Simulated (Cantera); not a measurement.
## Hydrocarbon pyrolysis for carbon deposition

An isothermal, constant-pressure homogeneous reactor starts with C2H6 : N2 = 1 : 25 (molar parts), at 1500 K and 10000 Pa.

Detailed kinetics in Cantera: GRI-Mech 3.0 (53 species, 325 reactions). GRI-Mech 3.0 stops at C3 and has no aromatics, soot or wall deposition, so with more carbon than oxygen in the feed, carbon stays in small species such as C2H2 where larger ones or solid carbon would form.

```csv
t (s),x C2H6,x H2,x CH3,x C2H,x H,x C2H2,x CH2
7.00e-5,0.0378,0.000103,0.000909,<1e-12,1.46e-5,3.96e-8,3.50e-7
0.000229,0.0342,0.00222,0.00225,8.37e-10,7.09e-5,2.02e-5,2.52e-6
0.000749,0.0202,0.0134,0.00266,1.66e-8,0.000118,0.00101,3.81e-6
0.00245,0.00281,0.0330,0.00103,6.87e-8,0.000132,0.00912,1.82e-6
0.00801,9.07e-5,0.0459,0.000204,3.77e-8,4.54e-5,0.0202,1.45e-7
0.0262,7.92e-6,0.0516,6.27e-5,1.47e-8,1.55e-5,0.0259,1.50e-8
0.0857,2.44e-6,0.0550,3.53e-5,9.33e-9,9.30e-6,0.0293,4.83e-9
0.280,2.26e-6,0.0567,3.44e-5,9.74e-9,9.52e-6,0.0308,4.68e-9
0.917,2.01e-6,0.0577,3.26e-5,9.98e-9,9.81e-6,0.0312,4.49e-9
3.00,1.39e-6,0.0602,2.74e-5,1.05e-8,1.05e-5,0.0320,3.89e-9
```
x: mole fraction; the columns are a selection and need not sum to one.

Equilibrium at this temperature and pressure: C2H6 1.38e-9, H2 0.0712, CH3 7.23e-7, C2H 4.43e-9, H 1.50e-5, C2H2 0.0112, CH2 1.26e-10 (gas phase only).
